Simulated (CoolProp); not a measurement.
Vapour-liquid equilibrium of R134a (1) + R152A (2) at 0.378 MPa; x and y are mole fractions of (1).

Computed with CoolProp (multi-fluid Helmholtz-energy mixture model, Tillner-Roth 1994 and Outcalt 1996; pair parameters Lemmon 2004).

Question: Give the bubble temperature and the first vapour's composition at x = 0.65, 0.8, 0.95. Is there an azeotrope?

Answer: x = 0.65: 9.0 °C, y = 0.677; x = 0.8: 8.3 °C, y = 0.823; x = 0.95: 7.5 °C, y = 0.958. No azeotrope shows between x = 0.05 and 0.95.

The pair parameters rest on a limited set of measurements; away from them the model extrapolates.
